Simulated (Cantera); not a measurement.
An adiabatic, constant-volume homogeneous reactor starts with 2.18 % C₃H₈, 20.5 % O₂, 77.3 % N₂, at 1425 K and 0.260 bar.

Computed with Cantera and GRI-Mech 3.0 (53 species, 325 reactions). GRI-Mech 3.0 was tuned for natural gas; its chemistry of propane as a main component is partial and can be far from experiment.

x: mole fraction; the columns are a selection and need not sum to one.

```
t (s)     T (K)  P (bar)  x C₃H₈    x O₂    x C₂H₂     x CO₂      x CO
--------  -----  -------  ------  ------  --------  --------  --------
2.00e-6    1425    0.260  0.0218   0.205  3.67e-12  1.70e-11  1.55e-10
9.28e-6    1424    0.260  0.0217   0.205  9.86e-10   1.16e-8   7.23e-8
4.31e-5    1420    0.259  0.0210   0.205   1.72e-7   1.74e-6   9.53e-6
0.000200   1429    0.263     [?]   0.200       [?]       [?]       [?]
0.000928   2392    0.458  <1e-12  0.0927    <1e-12    0.0443    0.0178
0.00431    2555    0.485  <1e-12  0.0911    <1e-12    0.0508    0.0120
0.0200     2544    0.482  <1e-12  0.0870    <1e-12    0.0512    0.0117
0.0928     2540    0.481  <1e-12  0.0858    <1e-12    0.0514    0.0115
0.431      2540    0.481  <1e-12  0.0858    <1e-12    0.0514    0.0115
2.00       2540    0.481  <1e-12  0.0858    <1e-12    0.0514    0.0115
```

Q: Complete the blanks.

A: 
- 0.000200, x C₃H₈: 0.0148
- 0.000200, x C₂H₂: 2.62e-5
- 0.000200, x CO₂: 0.000108
- 0.000200, x CO: 0.00110
